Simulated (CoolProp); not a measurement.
Vapour-liquid equilibrium of propane (1) + R227EA (2) at 272.4 K; x and y are mole fractions of (1).

Values from CoolProp's multi-fluid Helmholtz-energy mixture model, Lemmon 2009 and Lemmon 2016; pair parameters Bell 2016.

```
x      bubble pressure (kPa)  y at the bubble point  dew pressure at overall composition x (kPa)  liquid density (mol/L)
-----  ---------------------  ---------------------  -------------------------------------------  ----------------------
0.05                   246.1                  0.249                                        199.2                   8.843
0.125                  315.2                  0.440                                        214.8                   8.980
0.2                    367.4                  0.543                                        232.8                   9.124
0.275                  405.4                  0.605                                        253.9                   9.279
0.35                   432.5                  0.647                                        278.7                   9.448
0.425                  451.7                  0.678                                        308.4                   9.634
0.5                    465.5                  0.702                                        344.0                   9.841
0.575                  475.7                  0.724                                        386.4                   10.07
0.65                   483.4                  0.747                                        434.2                   10.33
0.725                  489.0                  0.773                                        475.9                   10.62
0.8                    491.8                  0.806                                        491.6                   10.95
0.875                  489.8                  0.854                                        487.4                   11.31
0.95                   479.1                  0.927                                        474.5                   11.72
```

y crosses x between x = 0.8 and 0.875: the model has an azeotrope there.

The pair parameters rest on a limited set of measurements; away from them the model extrapolates. With so large a gap from Raoult's law the liquid may split in two, which this calculation doesn't test in full.
